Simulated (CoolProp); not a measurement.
Vapour-liquid equilibrium of fluoroethane (R161) (1) + R1234yf (2) at 0.0804 MPa; x and y are mole fractions of (1).

Values from CoolProp's multi-fluid Helmholtz-energy mixture model, Wu 2012 and Lemmon 2022; pair parameters Bell 2016.

| x | bubble temperature, mixture model (°C) | bubble temperature, Raoult's law (°C) | y, mixture model | y, Raoult's law |
|---|---|---|---|---|
| 0.05 | (withheld) | -35.1 | (withheld) | 0.071 |
| 0.15 | -36.5 | -36.0 | 0.218 | 0.203 |
| 0.25 | -37.6 | -36.9 | (withheld) | 0.325 |
| 0.35 | (withheld) | -37.7 | 0.450 | 0.438 |
| 0.45 | -39.4 | -38.5 | 0.547 | 0.543 |
| 0.55 | -40.2 | -39.3 | 0.636 | 0.640 |
| 0.65 | -40.8 | -40.0 | 0.720 | 0.730 |
| 0.75 | -41.4 | -40.8 | (withheld) | 0.814 |
| 0.85 | -41.9 | -41.5 | 0.878 | 0.892 |
| 0.95 | (withheld) | -42.1 | 0.958 | 0.965 |

**Question.** Fill in the missing entries.

**Answer.** 
- 0.05, bubble temperature, mixture model (°C): -35.3
- 0.05, y, mixture model: 0.078
- 0.25, y, mixture model: 0.341
- 0.35, bubble temperature, mixture model (°C): -38.6
- 0.75, y, mixture model: 0.799
- 0.95, bubble temperature, mixture model (°C): -42.3

The largest gap from Raoult's law is -0.9 K in bubble temperature, at x = 0.45. No azeotrope shows between x = 0.05 and 0.95.

Pair parameters are fitted to limited data, so mixtures are less certain than the pure fluids.
